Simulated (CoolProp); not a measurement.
Propylene along the isotherm 397.6 K: fugacity coefficient from the reference equation and from simpler models built on Tc = 364.2 K, pc = 4.555 MPa, ω = 0.146; each cubic takes its own stable root.

Values from CoolProp's reference Helmholtz-energy equation of state, Lemmon 2013.

```
p (MPa)          phase  reference  van der Waals  Redlich-Kwong  Soave-Redlich-Kwong  Peng-Robinson
-------  -------------  ---------  -------------  -------------  -------------------  -------------
0.144              gas     0.9918         0.9924         0.9917               0.9919         0.9908
0.211              gas     0.9880         0.9889         0.9878               0.9881         0.9865
0.31               gas     0.9823         0.9837         0.9821               0.9826         0.9802
0.455              gas     0.9741         0.9761         0.9738               0.9745         0.9711
0.669              gas     0.9621         0.9650         0.9616               0.9626         0.9577
0.981              gas     0.9446         0.9487         0.9439               0.9454         0.9384
1.44               gas     0.9192         0.9249         0.9182               0.9203         0.9104
2.11               gas     0.8826         0.8902         0.8811               0.8843         0.8704
3.1                gas     0.8296         0.8390         0.8273               0.8321         0.8133
4.55               gas     0.7536         0.7632         0.7502               0.7574         0.7333
6.69     supercritical     0.6434         0.6446         0.6387               0.6508         0.6228
9.81     supercritical     0.5118         0.5203         0.5132               0.5282         0.4994
14.4     supercritical     0.4109         0.4359         0.4187               0.4333         0.4031
21.1     supercritical     0.3462         0.3904         0.3584               0.3723         0.3390
31       supercritical     0.3133         0.3850         0.3291               0.3429         0.3034
45.5     supercritical     0.3143         0.4358         0.3343               0.3494         0.2972
```
